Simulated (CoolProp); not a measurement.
Vapour-liquid equilibrium of C2F6 (R116) (1) + propane (2) at 2.57 bar; x and y are mole fractions of (1).

Values from CoolProp's multi-fluid Helmholtz-energy mixture model, Lemmon 2006 and Lemmon 2009; pair parameters Bell 2016.

```json
[
 {"x": "0.05", "bubble temperature, mixture model (K)": "234.6", "bubble temperature, Raoult's law (K)": "250.3", "y, mixture model": "0.541", "y, Raoult's law": "0.186"},
 {"x": "0.15", "bubble temperature, mixture model (K)": "220.6", "bubble temperature, Raoult's law (K)": "243.1", "y, mixture model": "0.767", "y, Raoult's law": "0.445"},
 {"x": "0.25", "bubble temperature, mixture model (K)": "217.5", "bubble temperature, Raoult's law (K)": "237.4", "y, mixture model": "0.805", "y, Raoult's law": "0.611"},
 {"x": "0.35", "bubble temperature, mixture model (K)": "216.9", "bubble temperature, Raoult's law (K)": "232.7", "y, mixture model": "0.813", "y, Raoult's law": "0.724"},
 {"x": "0.45", "bubble temperature, mixture model (K)": "216.7", "bubble temperature, Raoult's law (K)": "228.7", "y, mixture model": "0.815", "y, Raoult's law": "0.804"},
 {"x": "0.55", "bubble temperature, mixture model (K)": "216.5", "bubble temperature, Raoult's law (K)": "225.3", "y, mixture model": "0.820", "y, Raoult's law": "0.863"},
 {"x": "0.65", "bubble temperature, mixture model (K)": "216.1", "bubble temperature, Raoult's law (K)": "222.4", "y, mixture model": "0.831", "y, Raoult's law": "0.907"},
 {"x": "0.75", "bubble temperature, mixture model (K)": "215.5", "bubble temperature, Raoult's law (K)": "219.7", "y, mixture model": "0.854", "y, Raoult's law": "0.942"},
 {"x": "0.85", "bubble temperature, mixture model (K)": "214.9", "bubble temperature, Raoult's law (K)": "217.4", "y, mixture model": "0.893", "y, Raoult's law": "0.969"},
 {"x": "0.95", "bubble temperature, mixture model (K)": "214.4", "bubble temperature, Raoult's law (K)": "215.3", "y, mixture model": "0.956", "y, Raoult's law": "0.991"}
]
```

The largest gap from Raoult's law is -22.5 K in bubble temperature, at x = 0.15. No azeotrope shows between x = 0.05 and 0.95.

Pair parameters are fitted to limited data, so mixtures are less certain than the pure fluids. With so large a gap from Raoult's law the liquid may split in two, which this calculation doesn't test in full.
